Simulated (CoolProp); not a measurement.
500 sccm (0 °C, 1 atm) of nitrogen bubbles through liquid m-xylene at 368.4 K and leaves saturated at a total pressure of 0.15 MPa (ideal gas phase). Each further row changes one setting.

Values from CoolProp's reference Helmholtz-energy equation of state, Zhou 2012.

| case | vapour pressure (kPa) | mole fraction of vapour | delivery (mg/min) | delivery (sccm) | change of delivery for a bath 1 K warmer (%) |
|---|---|---|---|---|---|
| as stated | 26.5 | … | 508 | 107 | 4.3 |
| bath temperature 373.4 K | 31.4 | … | 628 | … | … |
| total pressure 0.3 MPa | 26.5 | … | 229 | 48.4 | 3.9 |

Task: Fill in the missing entries.

Result: 
- as stated, mole fraction of vapour: 0.177
- bath temperature 373.4 K, mole fraction of vapour: 0.210
- bath temperature 373.4 K, delivery (sccm): 133
- bath temperature 373.4 K, change of delivery for a bath 1 K warmer (%): 4.4
- total pressure 0.3 MPa, mole fraction of vapour: 0.0883
